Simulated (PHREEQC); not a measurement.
3.6 g of hydrous ferric oxide (600 m²/g; 0.2 weak and 0.005 strong sites per Fe, Dzombak-Morel constants, diffuse double layer) in 1 kg of water with 0.3 mol/kgw of an inert sodium salt, at 25 °C; the pH is set by adding NaOH or the inert anion's acid. Oxygen alone is held at its pressure in air (log pO2 = -0.68). CO2 from the air is kept out. Precipitation was switched off in this run.

Base run: PHREEQC, ion-association model, wateq4f.dat. Each further column changes one thing. The table gives surface charge σ (C/m²).

| pH | base | background salt from 0.3 to 0.03 mol/kgw | oxide from 3.6 to 18 g/kgw | 0.0012 mol/kgw CaCl2 added |
|---|---|---|---|---|
| 4 | 0.349 | 0.275 | 0.350 | 0.349 |
| 4.5 | 0.319 | 0.216 | 0.320 | 0.319 |
| 5 | 0.269 | ? | 0.271 | 0.270 |
| 5.5 | 0.211 | 0.112 | 0.212 | 0.211 |
| 6 | 0.154 | ? | 0.155 | 0.155 |
| 6.5 | 0.106 | 0.048 | 0.106 | 0.107 |
| 7 | 0.066 | 0.028 | 0.067 | ? |
| 7.5 | 0.034 | 0.014 | 0.034 | 0.038 |
| 8 | 0.006 | 0.002 | 0.006 | 0.012 |
| 8.5 | -0.021 | -0.008 | -0.021 | ? |
| 9 | -0.051 | -0.021 | -0.051 | ? |
| 9.5 | -0.087 | -0.038 | -0.088 | -0.061 |
| 10 | -0.132 | -0.062 | -0.133 | ? |

Task: Fill in the missing entries.

Result: 
- 5, background salt from 0.3 to 0.03 mol/kgw: 0.160
- 6, background salt from 0.3 to 0.03 mol/kgw: 0.075
- 7, 0.0012 mol/kgw CaCl2 added: 0.069
- 8.5, 0.0012 mol/kgw CaCl2 added: -0.009
- 9, 0.0012 mol/kgw CaCl2 added: -0.032
- 10, 0.0012 mol/kgw CaCl2 added: -0.097
